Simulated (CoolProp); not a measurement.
Properties of water along the isobar 101 kPa.

Model: reference Helmholtz-energy equation of state, Wagner 2002, in CoolProp.

| T (°C) | phase | density (kg/m³) | isothermal compressibility (1/MPa) | conductivity (mW/(m K)) | Prandtl number |
|---|---|---|---|---|---|
| 105.05 | gas | 0.5871 | 10.05 | 25.0 | 1.02 |
| 115.45 | gas | 0.5703 | 10.03 | ___ | 1.01 |
| 125.85 | gas | 0.5546 | 10.01 | ___ | 0.995 |
| 136.25 | gas | 0.5398 | 10.00 | 27.6 | 0.986 |
| 146.65 | gas | 0.5259 | 9.990 | 28.6 | 0.979 |
| 157.05 | gas | 0.5127 | 9.980 | 29.5 | 0.973 |
| 167.45 | gas | 0.5002 | 9.972 | 30.4 | 0.968 |
| 177.85 | gas | 0.4883 | 9.965 | 31.4 | 0.964 |
| 188.25 | gas | 0.4771 | 9.959 | 32.3 | 0.961 |
| 198.65 | gas | 0.4663 | 9.954 | 33.3 | ___ |

Q: Some entries are withheld; supply them.

A: 
- 115.45, conductivity (mW/(m K)): 25.9
- 125.85, conductivity (mW/(m K)): 26.7
- 198.65, Prandtl number: 0.958

Viscosity comes from a separate model (Huber 2009). Thermal conductivity comes from a separate model (Huber 2012).
